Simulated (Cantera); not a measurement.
## Equilibrium for chlorosilane synthesis and conversion: Si + HCl + H₂

Charge: 1 mol Si, 4.6 mol HCl, 15 mol H₂, held at 1773 K and 2330 Torr.

These are equilibrium values from Cantera (NASA tables, ideal gas, pure condensed phases), not measurements of a reactor. Candidate condensed phases: Si; 19 gas species. The tables' values for SiCl₃, SiCl are old estimates; treat these amounts as uncertain. Gases not in the tables: Si₂H₆ and higher silanes. The numbers say what is thermodynamically allowed, not how fast it happens.

```
Quantity                             Result
--------------------------------  ---------
x(H₂)                                 0.825
x(HCl)                                0.123
x(SiCl₂)                             0.0417
x(SiCl₃)                            0.00567
x(SiHCl₃)                           0.00206
x(SiCl₄)                            0.00131
x(SiH₂Cl₂)                         0.000580
x(H)                               0.000147
x(SiH₃Cl)                           5.01e-5
gas amount                        19.47 mol
log10 activity of Si(l) (absent)      -0.15
```
